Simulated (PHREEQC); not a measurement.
0.44 g of hydrous ferric oxide (600 m²/g; 0.2 weak and 0.005 strong sites per Fe, Dzombak-Morel constants, diffuse double layer) in 1 kg of water with 0.05 mol/kgw of an inert sodium salt, at 25 °C; the pH is set by adding NaOH or the inert anion's acid. O2 is buffered at 0.21 atm. No CO2 enters from the air. No solid was allowed to form.

The numbers come from PHREEQC with the ion-association model, wateq4f.dat.

```tsv
pH	surface charge σ (C/m²)	surface potential ψ (mV)
3	0.357	169
3.67	0.323	164
4.33	0.258	153
5.67	0.115	112
6.33	0.067	86
7	0.034	56
7.67	0.012	22
8.33	-0.006	-11
9.67	-0.055	-76
10.33	-0.097	-104
11	-0.158	-128
```

The oxide is taken as insoluble; below pH 4 it would dissolve.
